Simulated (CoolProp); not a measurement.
Saturation properties of n-heptane (Tc = 541.2 K, pc = 27.74 bar, ω = 0.349).

Values from CoolProp's reference Helmholtz-energy equation of state, Span 2003. It is a short technical equation, of lower accuracy than the large ones.

```csv
T (K),p (bar),vapour density (kg/m³),surface tension (mN/m)
283.5,0.02801,0.1196,21.2
288.8,0.03751,0.1573,20.7
294.1,0.04960,0.2045,20.1
299.4,0.06481,0.2628,19.6
304.7,0.08373,0.3341,19.1
310,0.1070,0.4206,18.6
315.3,0.1355,0.5245,18.0
320.6,0.1699,0.6482,17.5
325.9,0.2111,0.7946,17.0
331.2,0.2602,0.9664,16.5
336.5,0.3181,1.167,16.0
341.8,0.3861,1.399,15.5
347.1,0.4652,1.667,15.0
```

It boils at 371.5 K under 1 atm.

Surface tension comes from a separate correlation (Mulero 2012).
